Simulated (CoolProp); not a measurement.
Vapour-liquid equilibrium of C2F6 (R116) (1) + R22 (2) at 0.173 MPa; x and y are mole fractions of (1).

Computed with CoolProp (multi-fluid Helmholtz-energy mixture model, Lemmon 2006 and Kamei 1995; pair parameters Bell 2016).

| x | bubble temperature (°C) | y at the bubble point | dew temperature at overall composition x (°C) | liquid density (mol/L) |
|---|---|---|---|---|
| 0.05 | -45.8 | 0.545 | -29.9 | 16.05 |
| 0.2 | -61.8 | 0.821 | -33.9 | 15.41 |
| 0.35 | -64.3 | 0.851 | -38.5 | 14.45 |
| 0.5 | -64.8 | 0.858 | -43.9 | 13.53 |
| 0.65 | -65.4 | 0.870 | -50.7 | 12.72 |
| 0.8 | -66.3 | 0.898 | -60.2 | 12.04 |
| 0.95 | -67.3 | 0.963 | -67.2 | 11.46 |

No azeotrope shows between x = 0.05 and 0.95.

The pair parameters rest on a limited set of measurements; away from them the model extrapolates. With so large a gap from Raoult's law the liquid may split in two, which this calculation doesn't test in full.
